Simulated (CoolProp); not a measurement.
A closed Brayton cycle with dry air: compressor inlet 306.15 K and 3.1 MPa, high pressure 5.74 MPa, turbine inlet 750 K, compressor efficiency 0.89, turbine efficiency 0.93, recuperator effectiveness 0.95 (on enthalpy, no pinch check). Each further row changes one setting.

The numbers come from the reference Helmholtz-energy equation of state, Lemmon 2000 in CoolProp. It is a pseudo-pure fit of the blend.

```json
[
 {"case": "as stated", "thermal efficiency (%)": "36.8", "net work (kJ/kg)": "48.9", "compressor to turbine work": "0.58", "compressor exit (K)": "373.1", "turbine exit (K)": "643.8"},
 {"case": "turbine inlet 700 K", "thermal efficiency (%)": "33.5", "net work (kJ/kg)": "41.1", "compressor to turbine work": "0.62", "compressor exit (K)": "373.1", "turbine exit (K)": "599.8"},
 {"case": "compressor inlet 316.15 K", "thermal efficiency (%)": "35.3", "net work (kJ/kg)": "46.5", "compressor to turbine work": "0.60", "compressor exit (K)": "385.1", "turbine exit (K)": "643.8"},
 {"case": "high pressure 4.88 MPa", "thermal efficiency (%)": "36.8", "net work (kJ/kg)": "39.0", "compressor to turbine work": "0.55", "compressor exit (K)": "354.3", "turbine exit (K)": "670.3"},
 {"case": "recuperator effectiveness 0.5", "thermal efficiency (%)": "18.7", "net work (kJ/kg)": "48.9", "compressor to turbine work": "0.58", "compressor exit (K)": "373.1", "turbine exit (K)": "643.8"}
]
```
